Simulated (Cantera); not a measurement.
Input: 1 mol AlN, 1.3 mol HCl, 5.3 mol H2, held at 1973 K and 0.160 bar.

These are equilibrium values from Cantera (NASA tables, ideal gas, pure condensed phases), not measurements of a reactor. Candidate condensed phases: Al, AlCl3, AlN, NH4Cl; 20 gas species. The tables' values for AlCl2 are old estimates; treat these amounts as uncertain. Equilibrium is a limit: real reactors are often held back by kinetics, nucleation or transport.

Base state: H2 0.769, AlCl 0.123, N2 0.0660, HCl 0.0298, AlCl2 0.00787, H 0.00296, AlCl3 0.00104, Al 0.000216 (mole fractions); condensed: gas only.

Question: What changes in the equilibrium state with this change: pressure from 0.160 bar to 0.00133 bar?

Answer: 
```json
[
 {"species": "H2", "before": "0.769", "after": "0.735"},
 {"species": "AlCl", "before": "0.123", "after": "0.127"},
 {"species": "N2", "before": "0.0660", "after": "0.0647"},
 {"species": "H", "before": "0.00296", "after": "0.0317"},
 {"species": "HCl", "before": "0.0298", "after": "0.0384"},
 {"species": "AlCl3", "before": "0.00104", "after": "1.55e-5"},
 {"species": "Cl", "before": "8.57e-5", "after": "0.00124"},
 {"species": "Al", "before": "0.000216", "after": "0.00185"},
 {"species": "AlCl2", "before": "0.00787", "after": "0.000976"}
]
```

Question: What changes in the equilibrium state with this change: temperature from 1973 K to 1600 K?

Answer: 
```
species        before     after
-----------  --------  --------
H2              0.769     0.858
HCl            0.0298    0.0617
AlCl3         0.00104    0.0357
AlCl            0.123   0.00971
N2             0.0660    0.0267
Al           0.000216   1.44e-7
AlH           2.25e-5   4.45e-8
H             0.00296  0.000126
Cl            8.57e-5   7.16e-6
AlCl2         0.00787   0.00795
AlN(s), mol         0     0.643
```

Question: What changes in the equilibrium state with this change: H2 from 5.3 to 10 mol?

Answer: 
```json
[
 {"species": "H2", "before": "0.769", "after": "0.854"},
 {"species": "AlCl", "before": "0.123", "after": "0.0775"},
 {"species": "N2", "before": "0.0660", "after": "0.0407"},
 {"species": "HCl", "before": "0.0298", "after": "0.0207"},
 {"species": "AlCl3", "before": "0.00104", "after": "0.000285"},
 {"species": "AlCl2", "before": "0.00787", "after": "0.00328"},
 {"species": "Cl", "before": "8.57e-5", "after": "5.65e-5"},
 {"species": "H", "before": "0.00296", "after": "0.00312"},
 {"species": "Al", "before": "0.000216", "after": "0.000206"}
]
```
